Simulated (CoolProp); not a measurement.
Properties of the fluoroketone C6F12O (FK-5-1-12) at several states (Tc = 441.8 K, pc = 1.869 MPa, ω = 0.471).

Model: reference Helmholtz-energy equation of state, McLinden 2015, in CoolProp.

| T (K) | p (MPa) | phase | density (kg/m³) | cp (kJ/(kg K)) | Joule-Thomson coefficient (K/MPa) | isothermal compressibility (1/MPa) | fugacity coefficient |
|---|---|---|---|---|---|---|---|
| 230 | 0.0268 | liquid | 1794 | 1.095 | -0.3330 | 0.001323 | 0.02753 |
| 189.5 | 1.84 | liquid | 1906 | 1.130 | -0.3405 | 0.0008696 | 7.174e-6 |
| 261.4 | 0.027 | liquid | 1708 | 1.089 | -0.3083 | 0.001888 | 0.2386 |
| 246.8 | 0.7 | liquid | 1751 | 1.089 | -0.3237 | 0.001572 | 0.003895 |
| 331.7 | 4.11 | liquid | 1523 | 1.117 | -0.1988 | 0.004141 | 0.04239 |
| 310.3 | 0.0442 | gas | 5.590 | 0.8793 | 25.94 | 23.38 | 0.9695 |
